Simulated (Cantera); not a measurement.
What does this Cantera script print?

```python
import numpy as np
import cantera as ct

gas_names = [...]  # 103 gases of nasa_gas.yaml made of C, Cl, H
cond_names = """
    C(gr) C6H6(L) C7H8(L) C8H18(L),n-octa
""".split()


# ... load() reads the species with a 1 bar reference pressure and builds the phases ...
atoms = {
    'CH3Cl': {'C': 1, 'H': 3, 'CL': 1},
    'CH4': {'C': 1, 'H': 4},
    'H2': {'H': 2},
}
top_T = {'C(gr)': 4500}  # K; cautious upper limits of use, not melting points


# ... equilibrate(T, P, feed) seeds the gas with the atoms and calls Mixture.equilibrate('TP', solver="vcs", rtol=1e-11, max_steps=5000) ...
results = []
feed = {'CH3Cl': 1, 'CH4': 0.011, 'H2': 5.8}  # mol
P = 4200  # Pa
for T in [2000, 2250, 2500, 2750, 3000, 3250, 3500, 3750, 4000, 4250, 4500, 4750, 5000]:
    mix = equilibrate(T, P, feed)
    results.append((T, P, feed, dict(zip(mix.species_names, mix.species_moles))))

top = {s: max(r[3][s] / sum(r[3][g] for g in gas_names) for r in results) for s in gas_names}
cols = sorted((s for s in top if top[s] > 0.0001), key=lambda s: -top[s])[:6]
seen = [c for c in cond_names if any(r[3].get(c, 0) > 1e-12 for r in results)]
print("log10 of partial pressures in bar; condensed amounts in mol")
print(f"{'T/K':>10s}" + "".join(f"{s[:9]:>10s}" for s in cols + seen))
for T, P, feed, n in results:
    ng = sum(n[g] for g in gas_names)
    print(f"{T:10.4g}" + "".join(f"{np.log10(max(n[s] / ng * P / 1e5, 1e-99)):10.3f}" for s in cols)
          + "".join(f"{n.get(c, 0):10.4g}" for c in seen))
```

Result:

```
log10 of partial pressures in bar; condensed amounts in mol
       T/K         H        H2       HCL         C        CL C2H2,acet     C(gr)
      2000    -3.509    -1.440    -2.275   -10.517    -4.471    -4.554         1
      2250    -2.856    -1.453    -2.290    -8.439    -3.833    -3.929    0.9659
      2500    -2.346    -1.494    -2.338    -6.779    -3.341    -3.459    0.8701
      2750    -1.960    -1.591    -2.450    -5.423    -2.979    -3.142    0.6596
      3000    -1.696    -1.788    -2.674    -4.295    -2.749    -2.994   0.07148
      3250    -1.536    -2.085    -3.020    -3.613    -2.643    -3.543         0
      3500    -1.466    -2.474    -3.437    -3.133    -2.607    -4.354         0
      3750    -1.443    -2.889    -3.862    -2.811    -2.600    -5.321         0
      4000    -1.437    -3.280    -4.256    -2.658    -2.599    -6.453         0
      4250    -1.435    -3.631    -4.606    -2.613    -2.599    -7.636         0
      4500    -1.434    -3.945    -4.919    -2.600    -2.599    -8.744         0
      4750    -1.433    -4.228    -5.200    -2.597    -2.599    -9.750         0
      5000    -1.433    -4.483    -5.453    -2.595    -2.599   -10.661         0
```

Method: chemical equilibrium by Gibbs-energy minimisation in Cantera with the NASA 1993 tables (ideal gas, pure condensed phases).
